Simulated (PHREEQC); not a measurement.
Dissolve 0.0032 mol/kgw ZnCl2 at 83 °C and 50 atm. Closed to the air; pH follows from the charge balance.

The numbers come from PHREEQC with the ion-association model, phreeqc.dat.

This is a speciation only: nothing precipitates in the calculation.

Task: Order these Zn species by the share of Zn that they hold, largest first: ZnCl+, ZnOH+, Zn+2.

Result: Zn+2 (92 %), ZnCl+ (8.0 %), ZnOH+ (0.31 %)

The pH is 5.04 and the ionic strength 0.00907 mol/kgw. Complexes and solids missing from the database can't appear. Under pressure, the constants of complexes without a molar volume in the database are unreliable. At this temperature some constants are extrapolated from 25 °C, and those without enthalpy data are left unchanged.
